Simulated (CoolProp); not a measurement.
A single-stage vapour-compression cycle with the fluid: evaporating at 291.15 K (dew point), condensing at 342.15 K (bubble point), superheat 2 K, subcooling 8 K, compressor efficiency 0.6, no pressure losses. The same conditions are run with several fluids, on thermodynamics alone (safety and materials aside).

The numbers come from the reference Helmholtz-energy equation of state of each fluid (R236EA: Rui 2013; R1224YDZ: Akasaka 2023; cis-2-butene: Lemmon 2005; n-hexane: Thol 2019; R142b: Lemmon 2006; cyclopropane: Polt 1992) in CoolProp. The equations of Platzer and Polt are older, rougher fits.

```csv
fluid,cooling COP,pressure ratio,discharge temperature (K),refrigerating effect (kJ/kg),volumetric capacity (kJ/m³)
R236EA,2.72,4.77,346.7,106,1120
R1224YDZ,2.84,4.89,352.9,119,870
cis-2-butene,2.94,4.26,367.0,303,1250
n-hexane,2.94,6.93,348.5,274,144
R142b,2.84,4.00,363.7,150,1820
cyclopropane,2.84,3.40,378.5,314,3640
```
